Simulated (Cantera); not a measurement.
Feed: 1 mol Si, 2.9 mol Cl2, 8.1 mol H2, held at 1.60 bar.

Method: chemical equilibrium by Gibbs-energy minimisation in Cantera with the NASA 1993 tables (ideal gas, pure condensed phases). Candidate condensed phases: Si; 19 gas species. The tables' values for SiCl3 are old estimates; treat these amounts as uncertain. The numbers say what is thermodynamically allowed, not how fast it happens.

x: gas mole fraction; nothing condenses.

```csv
T (K),x H2,x HCl,x SiCl4,x SiCl2,x SiCl3,x SiHCl3
648,0.720,0.180,0.1000,<1e-12,4.55e-10,3.12e-5
748,0.720,0.180,0.0998,2.56e-12,3.68e-8,0.000175
848,0.719,0.181,0.0994,7.75e-10,1.03e-6,0.000642
948,0.718,0.182,0.0982,6.75e-8,1.40e-5,0.00175
1048,0.716,0.184,0.0960,2.39e-6,0.000112,0.00382
1148,0.712,0.188,0.0922,4.28e-5,0.000598,0.00702
1248,0.706,0.194,0.0859,…,0.00229,…
1348,0.694,0.206,…,…,0.00645,0.0144
1448,0.674,0.227,0.0591,0.0106,0.0130,0.0150
1548,0.647,0.257,0.0395,0.0253,0.0189,0.0122
```

Problem. Some entries are withheld; supply them.

Solution. 
- 1248, x SiCl2: 0.000442
- 1248, x SiHCl3: 0.0110
- 1348, x SiCl4: 0.0754
- 1348, x SiCl2: 0.00277
